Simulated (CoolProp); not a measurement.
Vapour-liquid equilibrium of ethanol (1) + n-octane (2) at 139.65 °C; x and y are mole fractions of (1).

Values from CoolProp's multi-fluid Helmholtz-energy mixture model, Schroeder 2014 and Beckmüller 2019; pair parameters Bell 2016.

Question: Give the bubble pressure and the first vapour's composition at x = 0.2, 0.275, 0.5. Is there an azeotrope?

Answer: x = 0.2: 4.891 bar, y = 0.708; x = 0.275: 5.420 bar, y = 0.743; x = 0.5: 6.263 bar, y = 0.797. No azeotrope shows between x = 0.05 and 0.95.

The pair parameters rest on a limited set of measurements; away from them the model extrapolates. With so large a gap from Raoult's law the liquid may split in two, which this calculation doesn't test in full.
